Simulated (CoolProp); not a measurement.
Vapour-liquid equilibrium of o-xylene (1) + n-undecane (2) at 34.45 °C; x and y are mole fractions of (1).

The numbers come from the multi-fluid Helmholtz-energy mixture model, Zhou 2012 and Aleksandrov 2011; pair parameters Bell 2016 in CoolProp.

Q: Give the bubble pressure and the first vapour's composition at x = 0.05, 0.45, 0.95. Is there an azeotrope?

A: x = 0.05: 0.1846 kPa, y = 0.405; x = 0.45: 0.7638 kPa, y = 0.917; x = 0.95: 1.461 kPa, y = 0.996. No azeotrope shows between x = 0.05 and 0.95.

Pair parameters are fitted to limited data, so mixtures are less certain than the pure fluids. The gap from Raoult's law changes sign with composition, which may be real or a fault of the pair parameters; it wasn't checked against measurements.
